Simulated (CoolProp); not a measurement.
Values from CoolProp's reference Helmholtz-energy equation of state, Thol 2021.

**Question.** For chlorine, give the phase and the cv (kJ/(kg K)), speed of sound (m/s), Joule-Thomson coefficient (K/MPa), isothermal compressibility (1/MPa) at 377.8 K and 6700 kPa.

**Answer.** 
- 377.8 K and 6700 kPa: liquid; cv 0.491, speed of sound 484, Joule-Thomson coefficient 0.528, isothermal compressibility 0.00956
